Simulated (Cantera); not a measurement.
Thermodynamics of silicon nitride deposition, feed Si₂Cl₆ + N₂ + H₂

Charge: 1 mol Si₂Cl₆, 81 mol N₂, 46 mol H₂, held at 1000 K and 120 Torr.

Cantera equilibrium calculation (NASA polynomials, part measured and part estimated; ideal gas, pure solids and liquids). Candidate condensed phases: NH₄Cl, Si, Si₃N₄; 28 gas species. The feed counts by its element totals alone. N₂ is the only nitrogen source here; it is nearly inert below about 1500 K, so the nitride shown seldom forms there in practice. Equilibrium is a limit: real reactors are often held back by kinetics, nucleation or transport.

The x(N₂) is 0.619, the x(H₂) is 0.334 and the x(HCl) is 0.0466. The x(NH₃) is 1.42e-5, the x(SiCl₄) comes out as 9.48e-6 and the n(Si₃N₄(s)) is 0.666 mol. The gas amount comes out as 128.7 mol and the log10 activity of Si(s) (absent) is -6.52.
